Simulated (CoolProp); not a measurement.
Properties of R245ca along the isotherm 176.85 °C (Tc = 174.4 °C, pc = 3941 kPa, ω = 0.355).

Values from CoolProp's reference Helmholtz-energy equation of state, Zhou 2016.

```csv
p (kPa),phase,cp (kJ/(kg K)),cv (kJ/(kg K))
657,gas,[?],1.114
1310,gas,1.247,1.129
1970,gas,[?],1.149
2630,gas,[?],1.174
3280,gas,1.816,1.210
3940,gas,[?],[?]
4600,supercritical,2.918,[?]
5250,supercritical,[?],1.220
5910,supercritical,2.044,[?]
```

### Question
What belongs in the gaps?

### Answer

- 657, cp (kJ/(kg K)): 1.198
- 1970, cp (kJ/(kg K)): 1.325
- 2630, cp (kJ/(kg K)): 1.468
- 3940, cp (kJ/(kg K)): 4.503
- 3940, cv (kJ/(kg K)): 1.288
- 4600, cv (kJ/(kg K)): 1.238
- 5250, cp (kJ/(kg K)): 2.268
- 5910, cv (kJ/(kg K)): 1.212
